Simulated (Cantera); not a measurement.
Charge: 1 mol V2O5, 1000 mol H2, 8.9 mol N2, held at 2200 K and 1.00 Torr.

Cantera equilibrium calculation (NASA polynomials, part measured and part estimated; ideal gas, pure solids and liquids). Candidate condensed phases: H2O, V, VN, VO, V2O3, V2O4, V2O5; 28 gas species. Equilibrium is a limit: real reactors are often held back by kinetics, nucleation or transport.

Base state: H2 0.846, H 0.142, N2 0.00818, H2O 0.00258, VO 0.00109, VO2 0.000430, V 0.000320, OH 6.04e-5 (mole fractions); condensed: gas only.

Task: What changes in the equilibrium state with this change: pressure from 1.00 Torr to 82.5 Torr?

Result: 
| species | before | after |
|---|---|---|
| H2 | 0.846 | 0.971 |
| H | 0.142 | 0.0167 |
| N2 | 0.00818 | 0.00874 |
| VO | 0.00109 | 0.000237 |
| OH | 6.04e-5 | 7.02e-6 |
| VO2 | 0.000430 | 9.24e-5 |
| VO(l), mol | 0 | 1.59 |
VO: taken at fixed stoichiometry.
